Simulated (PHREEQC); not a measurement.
A solution holds 0.0029 mol/kgw Cu(BF4)2 and 3.1e-05 mol/kgw H3BO3, at 43 °C. Closed to the air; pH follows from the charge balance.

All values are PHREEQC results (ion-association model, phreeqc.dat), not measurements.

Precipitation was switched off in this run.

### Question
Order these B species by the share of B that they hold, largest first: BF3OH-, H3BO3, BF2(OH)2-, BF4-.

### Answer
BF4- (63 %), H3BO3 (24 %), BF3OH- (8.1 %), BF2(OH)2- (5.2 %)

The pH is 3.02 and the ionic strength 0.00956 mol/kgw. Away from 25 °C the constants follow the database's enthalpies or fits; those with neither stay at their 25 °C values. Real BF4- forms and hydrolyses slowly; the run takes it at equilibrium.
